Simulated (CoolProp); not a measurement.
Dimethyl carbonate along the isobar 35.2 bar: density (kg/m³) from the reference equation and from simpler models built on Tc = 283.9 °C, pc = 49.09 bar, ω = 0.346; each cubic takes its own stable root.

Model: reference Helmholtz-energy equation of state, Zhou 2011, in CoolProp.

```
T (°C)   phase  reference
------  ------  ---------
77.75   liquid      996.2
84.05   liquid      987.5
90.25   liquid      978.9
96.55   liquid      970.1
102.75  liquid      961.3
109.05  liquid      952.3
115.35  liquid      943.1
121.55  liquid      934.0
127.85  liquid      924.7
134.15  liquid      915.2
140.35  liquid      905.6
146.65  liquid      895.8
```

How far does each simpler model (van der Waals, Redlich-Kwong, Soave-Redlich-Kwong) lie from the reference over these 12 states: mean and median of the absolute difference, and the worst?


- van der Waals: mean 40.9 %, median 40.9 %, worst -41.2 % at 77.75 °C and 35.2 bar
- Redlich-Kwong: mean 14.8 %, median 14.7 %, worst -15.6 % at 146.65 °C and 35.2 bar
- Soave-Redlich-Kwong: mean 10.5 %, median 10.5 %, worst -10.8 % at 146.65 °C and 35.2 bar
